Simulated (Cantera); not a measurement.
A perfectly stirred reactor is fed with 6.03 % CH4, 19.8 % O2, 74.2 % N2, at 17.0 bar; it is adiabatic with a 500 K inlet, and is followed from long to short residence time, starting on the burning branch (τ in s: 0.091, 0.05, 0.028, 0.015, 0.0084, 0.0046, 0.0026, 0.0014, 0.00078, 0.00043, 0.00024, 0.00013, 7.3e-05).

Computed with Cantera and GRI-Mech 3.0 (53 species, 325 reactions). The pressure lies above the range GRI-Mech 3.0 was tuned for (to about 10 atm).

Problem. Predict: blow-out, bracketed by the residence times tried; x(CH4) at τ = 91.0 ms; x(O2) at τ = 91.0 ms; x(H2O2) at τ = 91.0 ms; x(H2O) at τ = 91.0 ms; x(O) at τ = 91.0 ms; x(CH4) at τ = 2.60 ms; x(O2) at τ = 2.60 ms; x(H2O2) at τ = 2.60 ms; x(H2O) at τ = 2.60 ms; x(O) at τ = 2.60 ms.

Solution. 
| Property | Value |
|---|---|
| blow-out, bracketed by the residence times tried | burning at 0.240 ms, out at 0.130 ms |
| x(CH4) at τ = 91.0 ms | 2.62e-6 |
| x(O2) at τ = 91.0 ms | 0.0769 |
| x(H2O2) at τ = 91.0 ms | 1.59e-7 |
| x(H2O) at τ = 91.0 ms | 0.120 |
| x(O) at τ = 91.0 ms | 1.36e-5 |
| x(CH4) at τ = 2.60 ms | 5.41e-5 |
| x(O2) at τ = 2.60 ms | 0.0773 |
| x(H2O2) at τ = 2.60 ms | 3.90e-7 |
| x(H2O) at τ = 2.60 ms | 0.120 |
| x(O) at τ = 2.60 ms | 3.70e-5 |
